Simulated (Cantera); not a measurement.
## Thermodynamics of carbothermic reduction, feed Fe₂O₃ + CO

A closed system holds: 1 mol Fe₂O₃, 4.4 mol CO, held at 1577 °C.

Cantera equilibrium calculation (NASA polynomials, part measured and part estimated; ideal gas, pure solids and liquids). Candidate condensed phases: C, Fe, Fe(CO)₅, FeO, Fe₂O₃, Fe₃O₄; 15 gas species. The tables' stoichiometric FeO is somewhat more stable than real wüstite, so its field is too wide. FeO: taken at fixed stoichiometry. Kinetics and transport are ignored.

| P (Pa) | x CO | x CO₂ | x Fe | x FeO | x O | x O₂ | n FeO(l) |
|---|---|---|---|---|---|---|---|
| 10 | 0.561 | 0.317 | 0.118 | 0.00362 | 0.000370 | 0.000369 | 1.39 |
| 68 | 0.722 | 0.249 | 0.0284 | 0.000532 | 3.33e-5 | 2.03e-5 | 1.87 |
| 460 | 0.764 | 0.231 | 0.00480 | 7.87e-5 | 4.31e-6 | 2.30e-6 | 1.98 |
| 3200 | 0.771 | 0.228 | 0.000706 | 1.13e-5 | 6.06e-7 | 3.16e-7 | 2.00 |
| 22000 | 0.773 | 0.227 | 0.000103 | 1.64e-6 | 8.78e-8 | 4.56e-8 | 2.00 |
| 150000 | 0.773 | 0.227 | 1.51e-5 | 2.41e-7 | 1.29e-8 | 6.68e-9 | 2.00 |
| 1000000 | 0.773 | 0.227 | 2.27e-6 | 3.62e-8 | 1.93e-9 | 1.00e-9 | 2.00 |
x: gas mole fraction; n: condensed amount in mol.

From 10.0 Pa to 10.0 bar the condensed part is FeO(l). The main Fe-bearing gas is Fe throughout.
